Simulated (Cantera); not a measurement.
A perfectly stirred reactor is fed with CH4 : H2 : O2 : N2 : H2O = 1 : 0.041 : 2.97 : 11.2 : 0.32 (molar parts), equivalence ratio 0.68, at 1.00 atm; it is adiabatic with a 823 K inlet, and is followed from long to short residence time, starting on the burning branch (τ in s: 0.025, 0.011, 0.005, 0.0022, 0.00099, 0.00044, 0.0002, 8.8e-05, 3.9e-05).

Model: GRI-Mech 3.0 (53 species, 325 reactions), integrated in Cantera.

Predict: blow-out, bracketed by the residence times tried; x(CH4) at τ = 25.0 ms; x(H2) at τ = 25.0 ms; x(O2) at τ = 25.0 ms; x(HCO) at τ = 25.0 ms; x(CH4) at τ = 0.990 ms; x(H2) at τ = 0.990 ms; x(O2) at τ = 0.990 ms; x(HCO) at τ = 0.990 ms; x(C2H2) at τ = 0.990 ms.


```json
{
  "blow_out_bracketed_by_the_residence_times_tried": "burning at 39.0 µs, the shortest tried",
  "x(CH4) at τ = 25.0 ms": "8.04e-6",
  "x(H2) at τ = 25.0 ms": "0.000836",
  "x(O2) at τ = 25.0 ms": "0.0607",
  "x(HCO) at τ = 25.0 ms": "5.79e-8",
  "x(CH4) at τ = 0.990 ms": "8.30e-5",
  "x(H2) at τ = 0.990 ms": "0.00352",
  "x(O2) at τ = 0.990 ms": "0.0634",
  "x(HCO) at τ = 0.990 ms": "1.52e-6",
  "x(C2H2) at τ = 0.990 ms": "7.60e-9"
}
```
